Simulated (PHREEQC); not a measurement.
A solution holds 5.5 mmol/kgw KOH, 0.0029 mmol/kgw H4SiO4 and 0.51 mmol/kgw CO2, at 25 °C. Closed to the air; pH follows from the charge balance.

Computed with PHREEQC (ion-association model, phreeqc.dat).

Each row changes one thing in this solution. No solid was allowed to form.

```json
[
 {"case": "as made", "pH": "11.61", "ionic strength (mol/kgw)": "0.00599"},
 {"case": "H4SiO4 from 2.9e-06 to 5.8e-06 mol/kgw", "pH": "11.61", "ionic strength (mol/kgw)": "0.00599"},
 {"case": "H4SiO4 left out", "pH": "11.61", "ionic strength (mol/kgw)": "0.00599"},
 {"case": "H4SiO4 from 2.9e-06 to 3.19e-06 mol/kgw", "pH": "11.61", "ionic strength (mol/kgw)": "0.00599"},
 {"case": "0.0013 mol/kgw Na2SO4 added", "pH": "11.60", "ionic strength (mol/kgw)": "0.00977"},
 {"case": "diluted 10-fold with water", "pH": "10.65", "ionic strength (mol/kgw)": "0.000585"},
 {"case": "CO2 left out", "pH": "11.70", "ionic strength (mol/kgw)": "0.00550"},
 {"case": "temperature from 25 to 70 °C", "pH": "10.42", "ionic strength (mol/kgw)": "0.00587"}
]
```

At this temperature some constants are extrapolated from 25 °C, and those without enthalpy data are left unchanged.
